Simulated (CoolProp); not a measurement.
Vapour-liquid equilibrium of propylene (1) + propane (2) at 286.4 K; x and y are mole fractions of (1).

Values from CoolProp's multi-fluid Helmholtz-energy mixture model, Lemmon 2013 and Lemmon 2009; pair parameters Bell 2016.

Task: Give the bubble pressure and the first vapour's composition at x = 0.5, 0.65, 0.8. Is there an azeotrope?

Result: x = 0.5: 790.5 kPa, y = 0.541; x = 0.65: 812.0 kPa, y = 0.682; x = 0.8: 830.6 kPa, y = 0.818. No azeotrope shows between x = 0.05 and 0.95.

The pair parameters rest on a limited set of measurements; away from them the model extrapolates.
